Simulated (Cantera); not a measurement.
Source: NASA polynomial tables (part measured, part estimated), evaluated in Cantera. Values are per mole of reaction as written; species without (g) are pure solids or liquids, kept so even where they would boil at 1 bar.

Ni + 2 H2S(g) ⇌ NiS2 + 4 H(g)

```csv
T (K),ΔH° (kJ),ΔS° (J/K),ΔG° (kJ),log10 K
1975,900.1,218.3,468.9,-12.40
2075,902.6,219.6,447.0,-11.25
2175,905.1,220.7,425.0,-10.21
2275,(withheld),(withheld),(withheld),(withheld)
2375,(withheld),(withheld),(withheld),(withheld)
2475,912.0,223.7,358.3,-7.56
2575,914.2,224.6,335.9,-6.81
```

Q: Fill in the missing entries.

A: 
- 2275, ΔH° (kJ): 907.4
- 2275, ΔS° (J/K): 221.8
- 2275, ΔG° (kJ): 402.9
- 2275, log10 K: -9.25
- 2375, ΔH° (kJ): 909.8
- 2375, ΔS° (J/K): 222.8
- 2375, ΔG° (kJ): 380.6
- 2375, log10 K: -8.37
